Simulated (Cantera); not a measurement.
Charge: 1 mol Pb, 6.3 mol CO, 0.21 mol H2, held at 1.30 bar.

Cantera equilibrium calculation (NASA polynomials, part measured and part estimated; ideal gas, pure solids and liquids). Candidate condensed phases: C, C6H6, C7H8, C8H18, H2O, Pb, PbO, PbO2, Pb3O4; 113 gas species. Kinetics and transport are ignored.

Over these rows the condensed part is C(graphite) + Pb(l). Partial pressures as log10 of bar:

```tsv
T (K)	1000/T (1/K)	log p CO2	log p CO	log p H2
1198	0.8347	-1.53	0.09	-1.38
1248	0.8013	?	0.09	-1.38
1298	0.7704	-2.08	0.10	-1.38
1348	0.7418	-2.33	0.10	-1.38
1398	0.7153	-2.56	0.10	-1.38
1448	0.6906	-2.78	0.09	-1.38
```

Fit log p(CO2) = a + b·(1000/T) to the five rows, give the apparent enthalpy, and predict the row at 1248 K.

Means: 1000/T = 0.7506, log p = -2.256. Sxy = 0.107364, Sxx = 0.0123884, so b = 8.67 and a = -2.256 − (8.67)×0.7506 = -8.76.
Apparent enthalpy: −19.145 × (8.67) = -166 kJ/mol. With the condensed phases at unit activity, 2 CO(g) = CO2(g) + C(graphite) links this pressure to the main gases: over the six rows their terms move log p by +0.00 in all, so the slope is close to that reaction's ΔH°. The five rows lie within 0.01 of the line.
Prediction at 1248 K: -8.76 + (8.67)×0.8013 = -1.81. The computed value is -1.82, 0.01 from the line.
